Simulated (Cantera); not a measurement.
Charge: 1 mol Fe2O3, 0.64 mol Cl2, 0.54 mol H2, at 0.850 bar.

Cantera equilibrium calculation (NASA polynomials, part measured and part estimated; ideal gas, pure solids and liquids). Candidate condensed phases: Fe, FeCl2, FeCl3, FeO, Fe(OH)2, Fe(OH)3, Fe2O3, Fe3O4, H2O; 22 gas species. Kinetics and transport are ignored.

**Question.** At 1523 K, list the 7 most abundant gas species with their mole fractions, and the condensed phases.

**Answer.** HCl 0.660, H2O 0.111, FeCl2 0.100, O2 0.0512, FeCl3 0.0420, Cl2 0.0237, Cl 0.0114. Condensed: Fe2O3(s).
